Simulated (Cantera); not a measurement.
A perfectly stirred reactor is fed with C₂H₆ : O₂ : N₂ : H₂O = 0.66 : 6.6 : 24.8 : 1.9 (molar parts), equivalence ratio 0.35, at 3750 Torr; it is adiabatic with a 773 K inlet, and is followed from long to short residence time, starting on the burning branch (τ in s: 0.079, 0.039, 0.019, 0.0094, 0.0046, 0.0023, 0.0011, 0.00056, 0.00027, 0.00013, 6.6e-05, 3.3e-05).

Detailed kinetics in Cantera: GRI-Mech 3.0 (53 species, 325 reactions).

### Question
Predict: blow-out, bracketed by the residence times tried; x(C₂H₆) at τ = 79.0 ms; x(O₂) at τ = 79.0 ms; x(H₂O) at τ = 79.0 ms; x(C₂H₄) at τ = 79.0 ms; x(H) at τ = 79.0 ms; x(C₂H₆) at τ = 1.10 ms; x(O₂) at τ = 1.10 ms; x(H₂O) at τ = 1.10 ms; x(C₂H₄) at τ = 1.10 ms; x(H) at τ = 1.10 ms.

### Answer
* **blow-out, bracketed by the residence times tried**: burning at 1.10 ms, out at 0.560 ms
* **x(C₂H₆) at τ = 79.0 ms**: 2.04e-6
* **x(O₂) at τ = 79.0 ms**: 0.125
* **x(H₂O) at τ = 79.0 ms**: 0.113
* **x(C₂H₄) at τ = 79.0 ms**: 7.44e-6
* **x(H) at τ = 79.0 ms**: 3.40e-7
* **x(C₂H₆) at τ = 1.10 ms**: 6.57e-5
* **x(O₂) at τ = 1.10 ms**: 0.128
* **x(H₂O) at τ = 1.10 ms**: 0.112
* **x(C₂H₄) at τ = 1.10 ms**: 0.000164
* **x(H) at τ = 1.10 ms**: 1.51e-5
